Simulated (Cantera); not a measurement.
Charge: 1 mol NaOH, 0.52 mol H2O, held at 1275 K.

These are equilibrium values from Cantera (NASA tables, ideal gas, pure condensed phases), not measurements of a reactor. Candidate condensed phases: H2O, Na, NaOH, NaO2, Na2O, Na2O2; 16 gas species. Kinetics and transport are ignored.

x: gas mole fraction; n: condensed amount in mol.

| P (Pa) | x H2O | x NaOH | x Na | x O2 | x Na2(OH)2 | x NaO | n NaOH(l) |
|---|---|---|---|---|---|---|---|
| 10 | 0.379 | 0.431 | 0.152 | 0.0379 | (withheld) | 0.000107 | 0 |
| 68 | 0.357 | 0.565 | 0.0613 | 0.0153 | (withheld) | 7.11e-5 | 0 |
| 460 | 0.349 | 0.618 | 0.0211 | 0.00526 | (withheld) | 3.73e-5 | 0 |
| 3200 | 0.810 | 0.184 | 0.00178 | 0.000448 | (withheld) | 2.43e-6 | 0.876 |
| 22000 | 0.973 | 0.0268 | 0.000105 | 3.50e-5 | (withheld) | 1.05e-7 | 0.985 |
| 150000 | 0.996 | 0.00392 | 5.15e-6 | 8.53e-6 | (withheld) | 6.63e-9 | 0.998 |
| 1000000 | 0.999 | 0.000589 | 2.23e-7 | 4.12e-6 | (withheld) | 5.15e-10 | 1.000 |

Question: Complete the blanks.

Answer: 
- 10, x Na2(OH)2: 6.16e-5
- 68, x Na2(OH)2: 0.000721
- 460, x Na2(OH)2: 0.00584
- 3200, x Na2(OH)2: 0.00359
- 22000, x Na2(OH)2: 0.000523
- 150000, x Na2(OH)2: 7.66e-5
- 1000000, x Na2(OH)2: 1.15e-5
